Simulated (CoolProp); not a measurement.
Properties of ethanol along the isobar 23.9 MPa (Tc = 514.7 K, pc = 6.268 MPa, ω = 0.644).

Computed with CoolProp (reference Helmholtz-energy equation of state, Schroeder 2014).

```json
[
 {"T (K)": "449.8", "phase": "liquid", "density (kg/m³)": "662.4", "speed of sound (m/s)": "847.2", "Joule-Thomson coefficient (K/MPa)": "-0.06002", "expansivity (1/kK)": "1.892"},
 {"T (K)": "459.8", "phase": "liquid", "density (kg/m³)": "649.6", "speed of sound (m/s)": "815.7", "Joule-Thomson coefficient (K/MPa)": "-0.03122", "expansivity (1/kK)": "2.006"},
 {"T (K)": "469.8", "phase": "liquid", "density (kg/m³)": "636.4", "speed of sound (m/s)": "784.1", "Joule-Thomson coefficient (K/MPa)": "-0.0007034", "expansivity (1/kK)": "2.125"},
 {"T (K)": "479.8", "phase": "liquid", "density (kg/m³)": "622.6", "speed of sound (m/s)": "752.7", "Joule-Thomson coefficient (K/MPa)": "0.03251", "expansivity (1/kK)": "2.250"},
 {"T (K)": "489.8", "phase": "liquid", "density (kg/m³)": "608.3", "speed of sound (m/s)": "721.2", "Joule-Thomson coefficient (K/MPa)": "0.06988", "expansivity (1/kK)": "2.388"},
 {"T (K)": "499.9", "phase": "liquid", "density (kg/m³)": "593.4", "speed of sound (m/s)": "689.1", "Joule-Thomson coefficient (K/MPa)": "0.1138", "expansivity (1/kK)": "2.549"},
 {"T (K)": "509.9", "phase": "liquid", "density (kg/m³)": "577.9", "speed of sound (m/s)": "656.7", "Joule-Thomson coefficient (K/MPa)": "0.1655", "expansivity (1/kK)": "2.739"},
 {"T (K)": "519.9", "phase": "supercritical", "density (kg/m³)": "561.7", "speed of sound (m/s)": "623.6", "Joule-Thomson coefficient (K/MPa)": "0.2278", "expansivity (1/kK)": "2.967"},
 {"T (K)": "529.9", "phase": "supercritical", "density (kg/m³)": "544.5", "speed of sound (m/s)": "589.8", "Joule-Thomson coefficient (K/MPa)": "0.3031", "expansivity (1/kK)": "3.240"},
 {"T (K)": "539.9", "phase": "supercritical", "density (kg/m³)": "526.3", "speed of sound (m/s)": "555.6", "Joule-Thomson coefficient (K/MPa)": "0.3934", "expansivity (1/kK)": "3.562"},
 {"T (K)": "549.9", "phase": "supercritical", "density (kg/m³)": "507.0", "speed of sound (m/s)": "521.9", "Joule-Thomson coefficient (K/MPa)": "0.4998", "expansivity (1/kK)": "3.925"},
 {"T (K)": "559.9", "phase": "supercritical", "density (kg/m³)": "486.6", "speed of sound (m/s)": "489.7", "Joule-Thomson coefficient (K/MPa)": "0.6212", "expansivity (1/kK)": "4.308"},
 {"T (K)": "569.9", "phase": "supercritical", "density (kg/m³)": "465.2", "speed of sound (m/s)": "460.3", "Joule-Thomson coefficient (K/MPa)": "0.7534", "expansivity (1/kK)": "4.675"},
 {"T (K)": "579.9", "phase": "supercritical", "density (kg/m³)": "443.2", "speed of sound (m/s)": "434.9", "Joule-Thomson coefficient (K/MPa)": "0.8896", "expansivity (1/kK)": "4.979"},
 {"T (K)": "589.9", "phase": "supercritical", "density (kg/m³)": "421.2", "speed of sound (m/s)": "413.9", "Joule-Thomson coefficient (K/MPa)": "1.022", "expansivity (1/kK)": "5.186"},
 {"T (K)": "599.9", "phase": "supercritical", "density (kg/m³)": "399.7", "speed of sound (m/s)": "397.1", "Joule-Thomson coefficient (K/MPa)": "1.147", "expansivity (1/kK)": "5.288"}
]
```
